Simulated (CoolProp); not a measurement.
Vapour-liquid equilibrium of R125 (1) + dimethyl ether (2) at 205.7 K; x and y are mole fractions of (1).

The numbers come from the multi-fluid Helmholtz-energy mixture model, Lemmon 2005 and Wu 2011; pair parameters Bell 2016 in CoolProp.

```json
[
 {"x": "0.05", "bubble pressure (MPa)": "0.01033", "y at the bubble point": "0.079", "dew pressure at overall composition x (MPa)": "0.01021", "liquid density (mol/L)": "16.96"},
 {"x": "0.125", "bubble pressure (MPa)": "0.01089", "y at the bubble point": "0.200", "dew pressure at overall composition x (MPa)": "[?]", "liquid density (mol/L)": "[?]"},
 {"x": "0.2", "bubble pressure (MPa)": "0.01160", "y at the bubble point": "0.322", "dew pressure at overall composition x (MPa)": "0.01089", "liquid density (mol/L)": "16.34"},
 {"x": "0.275", "bubble pressure (MPa)": "0.01250", "y at the bubble point": "0.442", "dew pressure at overall composition x (MPa)": "0.01131", "liquid density (mol/L)": "[?]"},
 {"x": "0.35", "bubble pressure (MPa)": "[?]", "y at the bubble point": "0.558", "dew pressure at overall composition x (MPa)": "0.01179", "liquid density (mol/L)": "15.74"},
 {"x": "0.425", "bubble pressure (MPa)": "0.01510", "y at the bubble point": "0.663", "dew pressure at overall composition x (MPa)": "0.01236", "liquid density (mol/L)": "15.44"},
 {"x": "0.5", "bubble pressure (MPa)": "0.01688", "y at the bubble point": "0.754", "dew pressure at overall composition x (MPa)": "0.01303", "liquid density (mol/L)": "15.14"},
 {"x": "0.575", "bubble pressure (MPa)": "[?]", "y at the bubble point": "0.830", "dew pressure at overall composition x (MPa)": "0.01386", "liquid density (mol/L)": "14.85"},
 {"x": "0.65", "bubble pressure (MPa)": "0.02155", "y at the bubble point": "0.889", "dew pressure at overall composition x (MPa)": "0.01489", "liquid density (mol/L)": "14.56"},
 {"x": "0.725", "bubble pressure (MPa)": "0.02438", "y at the bubble point": "0.932", "dew pressure at overall composition x (MPa)": "[?]", "liquid density (mol/L)": "14.27"},
 {"x": "0.8", "bubble pressure (MPa)": "0.02741", "y at the bubble point": "0.962", "dew pressure at overall composition x (MPa)": "0.01808", "liquid density (mol/L)": "[?]"},
 {"x": "0.875", "bubble pressure (MPa)": "0.03050", "y at the bubble point": "0.982", "dew pressure at overall composition x (MPa)": "0.02087", "liquid density (mol/L)": "13.68"},
 {"x": "0.95", "bubble pressure (MPa)": "[?]", "y at the bubble point": "0.995", "dew pressure at overall composition x (MPa)": "0.02601", "liquid density (mol/L)": "13.38"}
]
```

Problem. Fill in the missing entries.

Solution. 
- 0.125, dew pressure at overall composition x (MPa): 0.01053
- 0.125, liquid density (mol/L): 16.65
- 0.275, liquid density (mol/L): 16.03
- 0.35, bubble pressure (MPa): 0.01365
- 0.575, bubble pressure (MPa): 0.01904
- 0.725, dew pressure at overall composition x (MPa): 0.01624
- 0.8, liquid density (mol/L): 13.98
- 0.95, bubble pressure (MPa): 0.03344

No azeotrope shows between x = 0.05 and 0.95.

The pair parameters rest on a limited set of measurements; away from them the model extrapolates.
